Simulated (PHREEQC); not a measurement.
Solution (25 °C): 1.3 mmol/kgw HF and 0.29 mmol/kgw H2SiF6. Closed to the air; pH follows from the charge balance.

Equilibrium calculation in PHREEQC: ion-association model, wateq4f.dat.

```
quantity                    before     after
------------------------  --------  --------
pH                            2.96      3.11
ionic strength (mol/kgw)   0.00127  0.000822
HF (mol/kgw)               0.00136  0.000841
F- (mol/kgw)              0.000866  0.000748
H4SiO4 (mol/kgw)          0.000158  0.000266
SiF6-2 (mol/kgw)          0.000132   2.38e-5
SI of Quartz (SiO2)          +0.18     +0.41
```

What was changed between the two runs?
(A) temperature from 25 to 65 °C
(B) HF left out
(C) H2SiF6 from 0.00029 to 0.000319 mol/kgw
(D) diluted 5-fold with water
(E) HF from 0.0013 to 0.00013 mol/kgw

B, HF left out

Precipitation was switched off in this run. Some of these states are supersaturated (in Quartz (slow to form), for instance). SiF6-2 is the database's only silicon fluoride.
